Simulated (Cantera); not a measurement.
A closed system holds: 1 mol V, 0.12 mol H2O, equilibrated at 4.00 bar.

Cantera equilibrium calculation (NASA polynomials, part measured and part estimated; ideal gas, pure solids and liquids). Candidate condensed phases: H2O, V, VO, V2O3, V2O4, V2O5; 12 gas species. Each liquid is taken as pure. Mutual solubility and eutectic melting of coexisting phases are not modelled. VO: taken at fixed stoichiometry. Condensed phases not in the tables: N, O or C dissolved in the metal. Kinetics and transport are ignored.

log p: log10 of the partial pressure in bar; n: condensed amount in mol.

```json
[
 {"T (°C)": "527", "log p H2": "0.60", "log p H": "-11.24", "log p H2O": "-9.63", "log p V": "<-11", "log p VO": "<-11", "log p VO2": "<-11", "n V(s)": "0.880", "n VO(s)": "0.120", "n VO(l)": "0", "n V(l)": "0"},
 {"T (°C)": "677", "log p H2": "0.60", "log p H": "-8.95", "log p H2O": "-7.78", "log p V": "<-11", "log p VO": "<-11", "log p VO2": "<-11", "n V(s)": "0.880", "n VO(s)": "0.120", "n VO(l)": "0", "n V(l)": "0"},
 {"T (°C)": "827", "log p H2": "0.60", "log p H": "-7.29", "log p H2O": "-6.46", "log p V": "<-11", "log p VO": "<-11", "log p VO2": "<-11", "n V(s)": "0.880", "n VO(s)": "0.120", "n VO(l)": "0", "n V(l)": "0"},
 {"T (°C)": "977", "log p H2": "0.60", "log p H": "-6.01", "log p H2O": "-5.47", "log p V": "<-11", "log p VO": "<-11", "log p VO2": "<-11", "n V(s)": "0.880", "n VO(s)": "0.120", "n VO(l)": "0", "n V(l)": "0"},
 {"T (°C)": "1127", "log p H2": "0.60", "log p H": "-5.01", "log p H2O": "-4.71", "log p V": "-11.32", "log p VO": "<-11", "log p VO2": "<-11", "n V(s)": "0.880", "n VO(s)": "0.120", "n VO(l)": "0", "n V(l)": "0"},
 {"T (°C)": "1277", "log p H2": "0.60", "log p H": "-4.20", "log p H2O": "-4.10", "log p V": "-9.48", "log p VO": "…", "log p VO2": "-11.21", "n V(s)": "0.880", "n VO(s)": "0.120", "n VO(l)": "0", "n V(l)": "0"},
 {"T (°C)": "1427", "log p H2": "0.60", "log p H": "-3.53", "log p H2O": "-3.61", "log p V": "-7.97", "log p VO": "…", "log p VO2": "-9.47", "n V(s)": "0.880", "n VO(s)": "0.120", "n VO(l)": "0", "n V(l)": "0"},
 {"T (°C)": "1577", "log p H2": "0.60", "log p H": "-2.97", "log p H2O": "-3.21", "log p V": "-6.71", "log p VO": "…", "log p VO2": "-8.03", "n V(s)": "0.880", "n VO(s)": "0.120", "n VO(l)": "0", "n V(l)": "0"},
 {"T (°C)": "1727", "log p H2": "0.60", "log p H": "-2.49", "log p H2O": "-2.87", "log p V": "-5.64", "log p VO": "…", "log p VO2": "-6.82", "n V(s)": "0.880", "n VO(s)": "0.120", "n VO(l)": "0", "n V(l)": "0"},
 {"T (°C)": "1877", "log p H2": "0.60", "log p H": "-2.07", "log p H2O": "-2.64", "log p V": "-4.72", "log p VO": "…", "log p VO2": "-5.90", "n V(s)": "0.880", "n VO(s)": "0", "n VO(l)": "0.120", "n V(l)": "0"},
 {"T (°C)": "2027", "log p H2": "0.60", "log p H": "-1.71", "log p H2O": "-2.45", "log p V": "-3.96", "log p VO": "…", "log p VO2": "-5.17", "n V(s)": "0", "n VO(s)": "0", "n VO(l)": "0.120", "n V(l)": "0.880"},
 {"T (°C)": "2177", "log p H2": "0.60", "log p H": "-1.40", "log p H2O": "-2.28", "log p V": "-3.30", "log p VO": "…", "log p VO2": "-4.51", "n V(s)": "0", "n VO(s)": "0", "n VO(l)": "0.120", "n V(l)": "0.880"},
 {"T (°C)": "2327", "log p H2": "0.59", "log p H": "-1.12", "log p H2O": "-2.13", "log p V": "-2.72", "log p VO": "…", "log p VO2": "-3.94", "n V(s)": "0", "n VO(s)": "0", "n VO(l)": "0.120", "n V(l)": "0.880"}
]
```

Problem. Some entries are withheld; supply them.

Solution. 
- 1277, log p VO: -9.68
- 1427, log p VO: -8.11
- 1577, log p VO: -6.81
- 1727, log p VO: -5.71
- 1877, log p VO: -4.83
- 2027, log p VO: -4.12
- 2177, log p VO: -3.49
- 2327, log p VO: -2.94
